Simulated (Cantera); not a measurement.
## Thermodynamics of carbothermic reduction, feed Fe₃O₄ + CO + H₂

Input: 1 mol Fe₃O₄, 2 mol CO, 2.3 mol H₂, held at 0.270 bar.

Cantera equilibrium calculation (NASA polynomials, part measured and part estimated; ideal gas, pure solids and liquids). Candidate condensed phases: C, C₆H₆, C₇H₈, C₈H₁₈, Fe, Fe(CO)₅, FeO, Fe(OH)₂, Fe(OH)₃, Fe₂O₃, Fe₃O₄, H₂O; 114 gas species. The tables' stoichiometric FeO is somewhat more stable than real wüstite, so its field is too wide. FeO: taken at fixed stoichiometry. Equilibrium is a limit: real reactors are often held back by kinetics, nucleation or transport.

| T (°C) | x CO | x H₂ | x H₂O | x CO₂ | x H | x Fe | x OH | x Fe(OH)₂ | n FeO(s) | n FeO(l) |
|---|---|---|---|---|---|---|---|---|---|---|
| 1225 | 0.397 | 0.371 | 0.164 | 0.0682 | 2.01e-5 | 5.01e-7 | 2.53e-7 | 2.51e-6 | 3.00 | 0 |
| 1275 | 0.400 | 0.368 | 0.167 | 0.0653 | 3.59e-5 | 1.44e-6 | 5.46e-7 | 4.06e-6 | 3.00 | 0 |
| 1325 | 0.403 | 0.365 | 0.170 | 0.0626 | 6.19e-5 | 3.84e-6 | 1.12e-6 | 6.36e-6 | 3.00 | 0 |
| 1375 | 0.405 | 0.362 | 0.172 | 0.0601 | 0.000103 | 9.65e-6 | 2.21e-6 | 9.69e-6 | 3.00 | 0 |
| 1425 | 0.407 | 0.360 | 0.175 | 0.0579 | 0.000167 | 2.18e-5 | 4.16e-6 | 1.37e-5 | 0 | 3.00 |
| 1475 | 0.409 | 0.358 | 0.177 | 0.0559 | 0.000263 | 4.69e-5 | 7.57e-6 | 1.88e-5 | 0 | 3.00 |
| 1525 | 0.411 | 0.356 | 0.178 | 0.0540 | 0.000404 | 9.63e-5 | 1.33e-5 | 2.55e-5 | 0 | 3.00 |
| 1575 | 0.413 | 0.354 | 0.180 | 0.0524 | 0.000607 | 0.000190 | 2.27e-5 | 3.38e-5 | 0 | 3.00 |
| 1625 | 0.414 | 0.352 | 0.182 | 0.0509 | 0.000893 | 0.000360 | 3.77e-5 | 4.42e-5 | 0 | 3.00 |
| 1675 | 0.415 | 0.350 | 0.183 | 0.0495 | 0.00129 | 0.000659 | 6.09e-5 | 5.69e-5 | 0 | 3.00 |
| 1725 | 0.416 | 0.348 | 0.185 | 0.0483 | 0.00182 | 0.00117 | 9.62e-5 | 7.23e-5 | 0 | 2.99 |
x: gas mole fraction; n: condensed amount in mol.

From 1225 °C to 1375 °C the condensed part is FeO(s). From 1425 °C to 1725 °C the condensed part is FeO(l). The main Fe-bearing gas is Fe(OH)₂ at 1225 °C and Fe at 1725 °C.
